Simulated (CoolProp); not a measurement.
A Linde-Hampson liquefier for dry air: isothermal reversible compression at 300 K from 1 atm to 5 MPa, throttling to 1 atm, return gas leaving the recuperator 0 K below the feed. Each further row changes one setting.

Model: reference Helmholtz-energy equation of state, Lemmon 2000, in CoolProp. It is a pseudo-pure fit of the blend.

```tsv
case	liquid yield per pass	compression work (kJ/kg of gas)
as stated	0.025	335
high pressure 10 MPa	0.047	394
warm-end temperature 330 K	0.019	369
warm-end gap 5 K	0.013	335
```
